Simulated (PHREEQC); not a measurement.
MgCl2 is added in steps, without added water, to 1 kg of water holding 0.041 mol HCl, 0.03 mol FeSO4 and 0.00011 mol NiSO4, at 25 °C. The system is closed to oxygen. The system is closed to CO2. Solids allowed: Brucite, Ni(OH)2, Ni4(OH)6SO4, Epsomite, Melanterite, Morenosite. Others were left out.

Base run: PHREEQC, ion-association model, wateq4f.dat. Each further column changes one thing. The table gives pH.

```csv
MgCl2 added (mol),base,all activity coefficients set to 1,Debye-Hückel limiting law,Davies equation for every ion
0,1.64,1.57,1.69,1.66
0.009531,1.63,1.54,1.70,1.65
0.02097,1.62,1.51,1.71,1.64
0.0305,1.61,1.50,1.71,1.64
0.04003,1.61,1.48,1.72,1.64
0.05147,1.60,1.47,1.73,1.63
0.061,1.60,1.46,1.74,1.63
```
